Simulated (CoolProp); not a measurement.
Vapour-liquid equilibrium of propane (1) + R134a (2) at 39.55 °C; x and y are mole fractions of (1).

The numbers come from the multi-fluid Helmholtz-energy mixture model, Lemmon 2009 and Tillner-Roth 1994; pair parameters Bell 2016 in CoolProp.

| x | bubble pressure, mixture model (MPa) | bubble pressure, Raoult's law (MPa) | y, mixture model | y, Raoult's law |
|---|---|---|---|---|
| 0.05 | 1.161 | 1.022 | 0.147 | 0.066 |
| 0.2 | 1.464 | 1.075 | 0.370 | 0.252 |
| 0.35 | 1.612 | 1.127 | 0.478 | 0.421 |
| 0.5 | 1.680 | 1.180 | 0.555 | 0.574 |
| 0.65 | 1.692 | 1.232 | 0.631 | 0.715 |
| 0.8 | 1.637 | 1.285 | 0.730 | 0.844 |
| 0.95 | 1.460 | 1.338 | 0.903 | 0.962 |

The largest gap from Raoult's law is +43.0 % in bubble pressure, at x = 0.35. y crosses x between x = 0.5 and 0.65: the model has an azeotrope there.

Pair parameters are fitted to limited data, so mixtures are less certain than the pure fluids.
